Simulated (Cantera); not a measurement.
A perfectly stirred reactor is fed with 58.1 % CH4, 30.2 % CO2, 11.6 % H2, at 16.8 atm; it is held at 1773 K, and followed from long to short residence time.

Computed with Cantera and GRI-Mech 3.0 (53 species, 325 reactions). GRI-Mech 3.0 stops at C3 and has no aromatics, soot or wall deposition, so with more carbon than oxygen in the feed, carbon stays in small species such as C2H2 where larger ones or solid carbon would form. The pressure lies above the range GRI-Mech 3.0 was tuned for (to about 10 atm).

x: mole fraction; the columns are a selection and need not sum to one.

```json
[
 {"τ (s)": "0.43", "x CH4": "0.0928", "x CO2": "0.00757", "x H2": "0.483", "x H2O": "0.0390", "x CH2CO": "1.17e-5", "x CH3": "0.000187"},
 {"τ (s)": "0.26", "x CH4": "0.0957", "x CO2": "0.0102", "x H2": "0.469", "x H2O": "0.0519", "x CH2CO": "1.41e-5", "x CH3": "0.000195"},
 {"τ (s)": "0.16", "x CH4": "0.0987", "x CO2": "0.0134", "x H2": "0.453", "x H2O": "0.0661", "x CH2CO": "1.73e-5", "x CH3": "0.000204"},
 {"τ (s)": "0.099", "x CH4": "0.102", "x CO2": "0.0171", "x H2": "0.436", "x H2O": "0.0813", "x CH2CO": "2.13e-5", "x CH3": "0.000214"},
 {"τ (s)": "0.061", "x CH4": "0.106", "x CO2": "(withheld)", "x H2": "0.419", "x H2O": "(withheld)", "x CH2CO": "(withheld)", "x CH3": "0.000226"},
 {"τ (s)": "0.037", "x CH4": "0.111", "x CO2": "0.0275", "x H2": "0.400", "x H2O": "0.113", "x CH2CO": "3.17e-5", "x CH3": "0.000241"},
 {"τ (s)": "0.023", "x CH4": "0.119", "x CO2": "0.0348", "x H2": "0.383", "x H2O": "0.125", "x CH2CO": "3.68e-5", "x CH3": "0.000259"},
 {"τ (s)": "0.014", "x CH4": "(withheld)", "x CO2": "(withheld)", "x H2": "0.365", "x H2O": "0.134", "x CH2CO": "4.10e-5", "x CH3": "(withheld)"},
 {"τ (s)": "0.0087", "x CH4": "0.147", "x CO2": "0.0596", "x H2": "0.350", "x H2O": "0.136", "x CH2CO": "4.28e-5", "x CH3": "0.000320"},
 {"τ (s)": "0.0053", "x CH4": "0.171", "x CO2": "0.0804", "x H2": "0.335", "x H2O": "0.130", "x CH2CO": "4.14e-5", "x CH3": "0.000368"},
 {"τ (s)": "0.0033", "x CH4": "0.203", "x CO2": "0.107", "x H2": "0.322", "x H2O": "0.117", "x CH2CO": "3.68e-5", "x CH3": "0.000427"}
]
```

Q: What belongs in the gaps?

A: 
- 0.061, x CO2: 0.0216
- 0.061, x H2O: 0.0971
- 0.061, x CH2CO: 2.61e-5
- 0.014, x CH4: 0.131
- 0.014, x CO2: 0.0453
- 0.014, x CH3: 0.000285
